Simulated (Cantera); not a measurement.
**Equilibrium for carbon deposition, reforming and gasification: C₂H₅OH + H₂ + N₂**

Charge: 1 mol C₂H₅OH, 3.7 mol H₂, a varied amount of N₂, at 2948.15 K and 0.100 bar.

Method: chemical equilibrium by Gibbs-energy minimisation in Cantera with the NASA 1993 tables (ideal gas, pure condensed phases). Candidate condensed phases: C, C₆H₆, C₇H₈, C₈H₁₈, H₂O; 136 gas species. The numbers say what is thermodynamically allowed, not how fast it happens.

From 1.1 mol N₂ to 10 mol N₂ nothing is condensed. The main C-bearing gas is CO throughout.

| n(N₂) (mol) | log p N₂ | log p H₂ | log p H | log p CO | log p HCN | log p C₂H₂ (acetylene) |
|---|---|---|---|---|---|---|
| 1.1 | -2.07 | -1.34 | -1.54 | -2.01 | -2.47 | -2.67 |
| 1.3 | -2.00 | -1.35 | -1.55 | -2.02 | -2.45 | -2.70 |
| 1.7 | -1.88 | -1.37 | -1.56 | -2.04 | -2.42 | -2.76 |
| 2.1 | -1.80 | -1.38 | -1.56 | -2.06 | -2.41 | -2.81 |
| 2.6 | -1.71 | -1.41 | -1.58 | -2.08 | -2.40 | -2.88 |
| 3.3 | -1.63 | -1.44 | -1.59 | -2.10 | -2.39 | -2.95 |
| 4.1 | -1.56 | -1.47 | -1.61 | -2.13 | -2.40 | -3.03 |
| 5.2 | -1.48 | -1.51 | -1.63 | -2.17 | -2.41 | -3.13 |
| 6.5 | -1.42 | -1.56 | -1.65 | -2.21 | -2.43 | -3.23 |
| 8.1 | -1.36 | -1.61 | -1.68 | -2.25 | -2.46 | -3.34 |
| 10 | -1.31 | -1.66 | -1.70 | -2.29 | -2.49 | -3.46 |
log p: log10 of the partial pressure in bar; nothing condenses.
